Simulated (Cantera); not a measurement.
A perfectly stirred reactor is fed with 76.3 % NO, 23.7 % N2, at 5900 Pa; it is held at 1675 K, and followed from long to short residence time.

Cantera simulation using GRI-Mech 3.0 (53 species, 325 reactions); the numbers are that mechanism's predictions, not measurements.

x: mole fraction; the columns are a selection and need not sum to one.

```csv
τ (s),x NO,x N2,x NO2,x N2O,x O,x O2
9.5,0.719,0.259,0.000190,0.000177,2.63e-5,0.0219
3.8,0.745,0.246,0.000140,0.000190,2.04e-5,0.00908
1.6,0.755,0.240,0.000111,0.000192,1.72e-5,0.00380
0.63,0.760,0.238,9.34e-5,0.000181,1.52e-5,0.00143
0.26,0.762,0.237,8.16e-5,[?],1.38e-5,0.000524
0.10,0.763,0.237,6.71e-5,[?],1.21e-5,0.000154
0.042,0.763,0.237,4.88e-5,[?],1.00e-5,4.09e-5
0.017,0.763,0.237,2.70e-5,[?],7.56e-6,7.56e-6
0.0069,0.763,0.237,1.10e-5,[?],5.24e-6,1.09e-6
0.0028,0.763,0.237,3.41e-6,[?],3.36e-6,1.57e-7
0.0011,0.763,0.237,8.00e-7,[?],1.85e-6,2.44e-8
```

Q: Fill in the missing entries.

A: 
- 0.26, x N2O: 0.000156
- 0.10, x N2O: 0.000112
- 0.042, x N2O: 6.79e-5
- 0.017, x N2O: 3.41e-5
- 0.0069, x N2O: 1.53e-5
- 0.0028, x N2O: 6.48e-6
- 0.0011, x N2O: 2.59e-6
